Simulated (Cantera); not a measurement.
A perfectly stirred reactor is fed with 14.6 % H2, 10.6 % O2, 68.8 % N2, 5.99 % H2O, equivalence ratio 0.69, at 0.326 atm; it is adiabatic with a 675 K inlet, and is followed from long to short residence time, starting on the burning branch (τ in s: 0.14, 0.05, 0.018, 0.0066, 0.0024, 0.00087, 0.00032, 0.00012, 4.2e-05, 1.5e-05).

Detailed kinetics in Cantera: the H2/O2 subset of GRI-Mech 3.0, which has no nitrogen chemistry.

x: mole fraction; the columns are a selection and need not sum to one.

```
τ (s)    T (K)     x H2    x O2   x H2O    x HO2   x H2O2       x O
-------  -----  -------  ------  ------  -------  -------  --------
0.14      1731  0.00112  0.0352   0.219  1.57e-6  9.69e-8  0.000380
0.050     1715        ?  0.0354   0.218        ?        ?         ?
0.018     1687  0.00391  0.0359   0.214  4.11e-6  2.32e-7   0.00137
0.0066    1639  0.00661  0.0369   0.209  5.91e-6  3.76e-7   0.00238
0.0024    1564   0.0103  0.0387   0.202  8.04e-6  6.63e-7   0.00383
0.00087   1459   0.0148  0.0416   0.193  1.07e-5  1.24e-6   0.00542
0.00032   1325   0.0217  0.0466   0.180  1.49e-5  1.99e-6   0.00631
0.00012   1118   0.0544  0.0641   0.145  2.69e-5  1.94e-6   0.00376
4.2e-5     675    0.146   0.106  0.0599   <1e-12   <1e-12    <1e-12
1.5e-5     675    0.146   0.106  0.0599   <1e-12   <1e-12    <1e-12
```

Task: Complete the blanks.

Result: 
- 0.050, x H2: 0.00214
- 0.050, x HO2: 2.63e-6
- 0.050, x H2O2: 1.49e-7
- 0.050, x O: 0.000733
